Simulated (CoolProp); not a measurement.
Model: reference Helmholtz-energy equation of state, Lemmon 2016, in CoolProp.

Problem. For R227EA, give the phase and the Prandtl number at -91.55 °C and 363 kPa; 35.85 °C and 143 kPa; -15.45 °C and 51 kPa.

Solution. 
- -91.55 °C and 363 kPa: liquid; Prandtl number 15.2
- 35.85 °C and 143 kPa: gas; Prandtl number 0.709
- -15.45 °C and 51 kPa: gas; Prandtl number 0.706

Viscosity comes from a separate model (Huber 2003), an estimate that may be off by 10 % or more. Thermal conductivity comes from a separate model (Huber 2003), an estimate that may be off by 10 % or more.
